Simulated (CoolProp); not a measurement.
Values from CoolProp's reference Helmholtz-energy equation of state, Span 1996.

Give the vapour pressure (MPa), liquid density (kg/m³), enthalpy of vaporisation (kJ/kg), vapour viscosity (µPa s) of saturated carbon dioxide at 250.9 K.


```csv
T (K),p (MPa),liquid density (kg/m³),enthalpy of vaporisation (kJ/kg),vapour viscosity (µPa s)
250.9,1.84,1040,287,12.8
```

Viscosity comes from a separate model (Laesecke 2017).
